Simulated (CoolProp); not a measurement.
R21 along the isobar 23.7 MPa: Z from the reference equation and from simpler models built on Tc = 452.7 K, pc = 5.289 MPa, ω = 0.206; each cubic takes its own stable root.

Values from CoolProp's reference Helmholtz-energy equation of state, Platzer 1990. This equation is an older, rougher fit; its heat capacities, sound speeds and derivatives of the liquid may be far off and weren't checked against measurements.

```tsv
T (K)	phase	reference
353.4	liquid	0.6361
361.9	liquid	0.6302
370.5	liquid	0.6249
379	liquid	0.6203
387.6	liquid	0.6163
396.1	liquid	0.6130
404.7	liquid	0.6103
413.2	liquid	0.6082
421.7	liquid	0.6068
430.3	liquid	0.6060
438.8	liquid	0.6059
447.4	liquid	0.6064
455.9	supercritical	0.6076
464.5	supercritical	0.6096
473	supercritical	0.6122
```

How far does each simpler model (van der Waals, Soave-Redlich-Kwong, Peng-Robinson) lie from the reference over these 15 states: mean and median of the absolute difference, and the worst?


- van der Waals: mean 40.8 %, median 41.3 %, worst +47.6 % at 353.4 K and 23.7 MPa
- Soave-Redlich-Kwong: mean 6.0 %, median 5.8 %, worst +7.3 % at 473 K and 23.7 MPa
- Peng-Robinson: mean 5.2 %, median 5.5 %, worst -6.3 % at 353.4 K and 23.7 MPa
